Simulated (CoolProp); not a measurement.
CF4 (R14) at several states: density (kg/m³) from the reference equation and from simpler models built on Tc = 227.4 K, pc = 3.762 MPa, ω = 0.178; each cubic takes its own stable root.

Values from CoolProp's reference Helmholtz-energy equation of state, Platzer 1990. This equation is an older, rougher fit.

| T (K) | p (MPa) | phase | reference | ideal gas | Soave-Redlich-Kwong |
|---|---|---|---|---|---|
| 345.5 | 0.527 | gas | 16.32 | 16.14 | 16.30 |
| 165.3 | 0.128 | gas | 8.452 | 8.196 | 8.456 |
| 190.9 | 0.021 | gas | 1.168 | 1.164 | 1.168 |
| 228.5 | 2.2 | gas | 132.5 | 101.9 | 132.5 |
| 466.3 | 0.66 | gas | 15.00 | 14.98 | 14.99 |
